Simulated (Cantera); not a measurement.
Feed: 1 mol Si(CH3)4, 0.12 mol HCl, 1300 mol H2, 0.017 mol CH4, at 1348 K and 0.133 bar.

These are equilibrium values from Cantera (NASA tables, ideal gas, pure condensed phases), not measurements of a reactor. Candidate condensed phases: C, C6H6, C7H8, C8H18, Si, SiC; 109 gas species. The numbers say what is thermodynamically allowed, not how fast it happens.

Base state: H2 0.999, CH4 0.000776, HCl 9.19e-5 (mole fractions); condensed: C(graphite) + SiC(s).

Question: What changes in the equilibrium state with this change: temperature from 1348 K to 2425 K?

Answer: 
```csv
species,before,after
H2,0.999,0.950
H,6.33e-6,0.0478
C2H2 (acetylene),1.20e-6,0.00146
Si,<1e-9,0.000622
SiH,<1e-9,6.57e-5
SiC2,<1e-9,2.53e-5
SiH2,<1e-9,2.29e-5
"C(graphite), mol",2.00,0
"SiC(s), mol",1.000,0
```
Gases not in the tables: Si2H6 and higher silanes.
